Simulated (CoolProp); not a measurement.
R227EA along the isotherm 475 K: Z from the reference equation and from simpler models built on Tc = 374.9 K, pc = 2925 kPa, ω = 0.358; each cubic takes its own stable root.

Values from CoolProp's reference Helmholtz-energy equation of state, Lemmon 2016.

| p (kPa) | phase | reference | van der Waals | Redlich-Kwong |
|---|---|---|---|---|
| 731 | gas | 0.9641 | 0.9579 | 0.9575 |
| 1460 | gas | 0.9282 | 0.9134 | 0.9143 |
| 2190 | gas | 0.8922 | 0.8661 | 0.8703 |
| 2930 | supercritical | 0.8559 | 0.8150 | … |
| 3660 | supercritical | 0.8206 | 0.7617 | 0.7816 |
| 4390 | supercritical | 0.7867 | … | 0.7395 |
| 5120 | supercritical | … | 0.6561 | … |
| 5850 | supercritical | … | 0.6188 | 0.6700 |
| 6580 | supercritical | 0.7049 | 0.6019 | 0.6475 |
| 7310 | supercritical | 0.6887 | 0.6026 | … |

### Question
Fill in the missing entries.

### Answer

- 2930, Redlich-Kwong: 0.8254
- 4390, van der Waals: 0.7071
- 5120, reference: 0.7552
- 5120, Redlich-Kwong: 0.7015
- 5850, reference: 0.7275
- 7310, Redlich-Kwong: 0.6345
